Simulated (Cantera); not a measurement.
What does this Cantera script print?

```python
import numpy as np
import cantera as ct

gas = ct.Solution("gri30.yaml")
gas.TPX = 1673, 500000, {'CH4': 1, 'O2': 1.33, 'N2': 5.01, 'CO2': 0.92}
reactor = ct.IdealGasConstPressureReactor(gas, energy="on", clone=False)
net = ct.ReactorNet([reactor])
net.rtol, net.atol = 1e-08, 1e-16
show = ['CH4', 'O2', 'CO2', 'HCN', 'CO', 'H2']
times = np.geomspace(9e-06, 2, 14)

steps = ct.SolutionArray(gas, extra=["t"])
rows = []
print(f"{'t/s':>10s}{'T/K':>9s}{'P/Pa':>11s}" + "".join(f"{s:>11s}" for s in show))
for t in times:
    while net.time < t:
        t_next = net.step()
        steps.append(gas.state, t=t_next)
    rows.append([np.interp(t, steps.t, y) for y in (steps.T, steps.P, *steps(*show).X.T)])
    print(f"{t:10.3e}{rows[-1][0]:9.1f}{rows[-1][1]:11.4g}" + "".join(f"{x:11.3e}" for x in rows[-1][2:]))
rate = np.gradient(steps.T, steps.t)
print("integrator steps:", len(steps.t))
if steps.T.max() > steps.T[0] + 200:
    print(f"time of steepest temperature rise: {steps.t[rate.argmax()]:.4e} s")
gas.TPX = 1673, 500000, {'CH4': 1, 'O2': 1.33, 'N2': 5.01, 'CO2': 0.92}
gas.equilibrate("HP")
print(f"equilibrium (HP): T = {gas.T:.1f} K  " + "  ".join(f"{s} {gas[s].X[0]:.3e}" for s in show))
```

Result:

```
       t/s      T/K       P/Pa        CH4         O2        CO2        HCN         CO         H2
 9.000e-06   1672.7      5e+05  1.209e-01  1.609e-01  1.114e-01  4.320e-14  1.616e-06  3.765e-05
 2.320e-05   1673.8      5e+05  1.200e-01  1.605e-01  1.114e-01  4.976e-13  4.061e-05  2.136e-04
 5.982e-05   1694.6      5e+05  1.129e-01  1.564e-01  1.112e-01  1.450e-11  1.436e-03  2.382e-03
 1.542e-04   2728.7      5e+05  7.297e-13  1.881e-03  9.270e-02  6.188e-09  1.202e-01  3.441e-02
 3.976e-04   2735.7      5e+05  8.619e-13  1.597e-03  9.291e-02  1.415e-08  1.201e-01  3.439e-02
 1.025e-03   2731.1      5e+05  8.996e-13  1.514e-03  9.251e-02  2.568e-08  1.205e-01  3.465e-02
 2.642e-03   2728.2      5e+05  9.234e-13  1.465e-03  9.226e-02  3.289e-08  1.207e-01  3.482e-02
 6.812e-03   2728.0      5e+05  9.252e-13  1.462e-03  9.225e-02  3.342e-08  1.207e-01  3.483e-02
 1.756e-02   2728.0      5e+05  9.252e-13  1.462e-03  9.225e-02  3.342e-08  1.207e-01  3.483e-02
 4.528e-02   2728.0      5e+05  9.252e-13  1.462e-03  9.225e-02  3.342e-08  1.207e-01  3.483e-02
 1.167e-01   2728.0      5e+05  9.252e-13  1.462e-03  9.225e-02  3.342e-08  1.207e-01  3.483e-02
 3.009e-01   2728.0      5e+05  9.252e-13  1.462e-03  9.225e-02  3.342e-08  1.207e-01  3.483e-02
 7.758e-01   2728.0      5e+05  9.252e-13  1.462e-03  9.225e-02  3.342e-08  1.207e-01  3.483e-02
 2.000e+00   2728.0      5e+05  9.252e-13  1.462e-03  9.225e-02  3.342e-08  1.207e-01  3.483e-02
integrator steps: 1806
time of steepest temperature rise: 9.9820e-05 s
equilibrium (HP): T = 2728.0 K  CH4 1.086e-12  O2 1.462e-03  CO2 9.225e-02  HCN 3.342e-08  CO 1.207e-01  H2 3.483e-02
```

Cantera simulation using GRI-Mech 3.0 (53 species, 325 reactions); the numbers are that mechanism's predictions, not measurements.
